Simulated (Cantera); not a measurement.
An adiabatic, constant-volume homogeneous reactor starts with CO : H2 : CH4 : O2 : N2 = 1 : 0.56 : 0.076 : 0.941 : 3.54 (molar parts), at 1000 K and 3.10 bar. Integrator tolerance rtol = 1e-08.

Detailed kinetics in Cantera: GRI-Mech 3.0 (53 species, 325 reactions).

What does this change do: 0.09 parts H2O added?


| quantity | before | after |
|---|---|---|
| time of steepest temperature rise | 2.32 ms | 3.12 ms |
| temperature at 2.00 s | 2887 K | 2866 K |
| equilibrium temperature | 2887 K | 2866 K |
| x(CO) at 2.00 s | 0.0625 (gas-phase equilibrium 0.0625) | 0.0592 (gas-phase equilibrium 0.0592) |
| x(H2) at 2.00 s | 0.00743 (gas-phase equilibrium 0.00743) | 0.00792 (gas-phase equilibrium 0.00792) |
| x(CH4) at 2.00 s | <1e-12 (gas-phase equilibrium <1e-12) | <1e-12 (gas-phase equilibrium <1e-12) |
| x(O) at 2.00 s | 0.00422 (gas-phase equilibrium 0.00422) | 0.00385 (gas-phase equilibrium 0.00385) |
| x(OH) at 2.00 s | 0.0151 (gas-phase equilibrium 0.0151) | 0.0151 (gas-phase equilibrium 0.0151) |
| x(H) at 2.00 s | 0.00334 (gas-phase equilibrium 0.00334) | 0.00324 (gas-phase equilibrium 0.00324) |
| x(CH2CO) at 2.00 s | <1e-12 (gas-phase equilibrium <1e-12) | <1e-12 (gas-phase equilibrium <1e-12) |

What does this change do: initial temperature 1000 to 1175 K?


```tsv
quantity	before	after
time of steepest temperature rise	2.32 ms	47.7 µs
temperature at 2.00 s	2887 K	2928 K
equilibrium temperature	2887 K	2928 K
x(CO) at 2.00 s	0.0625 (gas-phase equilibrium 0.0625)	0.0699 (gas-phase equilibrium 0.0699)
x(H2) at 2.00 s	0.00743 (gas-phase equilibrium 0.00743)	0.00851 (gas-phase equilibrium 0.00851)
x(CH4) at 2.00 s	<1e-12 (gas-phase equilibrium <1e-12)	<1e-12 (gas-phase equilibrium <1e-12)
x(O) at 2.00 s	0.00422 (gas-phase equilibrium 0.00422)	0.00552 (gas-phase equilibrium 0.00552)
x(OH) at 2.00 s	0.0151 (gas-phase equilibrium 0.0151)	0.0173 (gas-phase equilibrium 0.0173)
x(H) at 2.00 s	0.00334 (gas-phase equilibrium 0.00334)	0.00439 (gas-phase equilibrium 0.00439)
x(CH2CO) at 2.00 s	<1e-12 (gas-phase equilibrium <1e-12)	<1e-12 (gas-phase equilibrium <1e-12)
```
